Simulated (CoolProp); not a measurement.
R22 at several states: density (kg/m³) from the reference equation and from simpler models built on Tc = 96.1 °C, pc = 4.990 MPa, ω = 0.221; each cubic takes its own stable root.

The numbers come from the reference Helmholtz-energy equation of state, Kamei 1995 in CoolProp.

| T (°C) | p (MPa) | phase | reference |
|---|---|---|---|
| 190.65 | 9.37 | supercritical | 301.3 |
| -65.85 | 0.147 | liquid | 1480 |
| -42.15 | 3.3 | liquid | 1420 |

Task: How far does each simpler model (van der Waals, Redlich-Kwong, Soave-Redlich-Kwong) lie from the reference over these 3 states: mean and median of the absolute difference, and the worst?

Result: 
- van der Waals: mean 50.2 %, median 39.2 %, worst -99.5 % at -65.85 °C and 0.147 MPa
- Redlich-Kwong: mean 8.8 %, median 11.3 %, worst -11.3 % at -42.15 °C and 3.3 MPa
- Soave-Redlich-Kwong: mean 7.9 %, median 9.0 %, worst -9.3 % at -65.85 °C and 0.147 MPa

At some of these states van der Waals gives the other phase, because its saturation line lies elsewhere.
